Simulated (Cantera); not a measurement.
An isothermal, constant-pressure homogeneous reactor starts with NO : N₂ = 1 : 0.57 (molar parts), at 1875 K and 1300 Pa. Integrator tolerance rtol = 1e-08.

Model: GRI-Mech 3.0 (53 species, 325 reactions), integrated in Cantera. Radical loss at walls, strong at low pressure, is not modelled.

```json
[
 {"quantity": "x(NO) at 10.0 s", "before": "0.550 (gas-phase equilibrium 0.00605)", "after": "0.131 (gas-phase equilibrium 0.00989)"},
 {"quantity": "x(N₂) at 10.0 s", "before": "0.406 (gas-phase equilibrium 0.678)", "after": "0.614 (gas-phase equilibrium 0.675)"},
 {"quantity": "x(O₂) at 10.0 s", "before": "0.0430 (gas-phase equilibrium 0.315)", "after": "0.250 (gas-phase equilibrium 0.310)"},
 {"quantity": "x(N₂O) at 10.0 s", "before": "9.03e-5 (gas-phase equilibrium 3.64e-8)", "after": "3.42e-6 (gas-phase equilibrium 5.85e-8)"},
 {"quantity": "x(NO₂) at 10.0 s", "before": "5.71e-5 (gas-phase equilibrium 1.82e-6)", "after": "2.57e-5 (gas-phase equilibrium 2.18e-6)"},
 {"quantity": "x(O) at 10.0 s", "before": "0.000532 (gas-phase equilibrium 0.00119)", "after": "0.00433 (gas-phase equilibrium 0.00478)"}
]
```

Problem. Name the change that produced these shifts.
A) NO 1 to 1.6 parts
B) NO 1 to 0.16 parts
C) temperature 1875 to 2098 K
D) temperature 1875 to 2050 K

Solution. D, temperature 1875 to 2050 K
